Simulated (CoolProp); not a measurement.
Values from CoolProp's reference Helmholtz-energy equation of state, McLinden 2015.

Question: For the fluoroketone C6F12O (FK-5-1-12), give the phase and the density (kg/m³), cp (kJ/(kg K)), isothermal compressibility (1/MPa), expansivity (1/kK) at 304.2 K and 350 kPa.

Answer: 
- 304.2 K and 350 kPa: liquid; density 1590, cp 1.11, isothermal compressibility 0.00330, expansivity 1.93
